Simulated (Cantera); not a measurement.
A closed system holds: 1 mol CH3SiCl3, 0.061 mol CH4, 18 mol H2, held at 75.0 Torr.

Method: chemical equilibrium by Gibbs-energy minimisation in Cantera with the NASA 1993 tables (ideal gas, pure condensed phases). Candidate condensed phases: C, C6H6, C7H8, C8H18, Si, SiC; 109 gas species. The feed counts by its element totals alone. The tables' values for SiCl, SiCl3 are old estimates; treat these amounts as uncertain. Gases not in the tables: Si2H6 and higher silanes. The numbers say what is thermodynamically allowed, not how fast it happens.

log p: log10 of the partial pressure in bar; n: condensed amount in mol.

```
T (K)  log p H2  log p HCl  log p H  log p C2H2 (acetylene)  log p SiCl2  log p Cl  log p Si  n C(graphite)  n SiC(s)
-----  --------  ---------  -------  ----------------------  -----------  --------  --------  -------------  --------
1700      -1.07      -1.86    -4.36                   -5.20        -3.92     -5.26       ___         0.0832     0.973
1800      -1.07      -1.86    -3.98                   -4.82        -3.78     -4.89       ___         0.0895     0.964
1900      -1.07      -1.86    -3.63                   -4.48        -3.66     -4.55       ___         0.0939     0.952
2000      -1.07      -1.87    -3.32                   -4.18        -3.55     -4.25       ___         0.0940     0.938
2100      -1.07      -1.88    -3.04                   -3.91        -3.46     -3.98       ___         0.0870     0.921
2200      -1.07      -1.89    -2.79                   -3.66        -3.38     -3.74       ___         0.0714     0.894
2300      -1.08      -1.90    -2.55                   -3.44        -3.32     -3.52       ___         0.0512     0.843
2400      -1.09      -1.92    -2.34                   -3.25        -3.27     -3.32       ___         0.0445     0.723
```

Question: What belongs in the gaps?

Answer: 
- 1700, log p Si: -8.00
- 1800, log p Si: -7.12
- 1900, log p Si: -6.33
- 2000, log p Si: -5.62
- 2100, log p Si: -4.98
- 2200, log p Si: -4.40
- 2300, log p Si: -3.87
- 2400, log p Si: -3.39
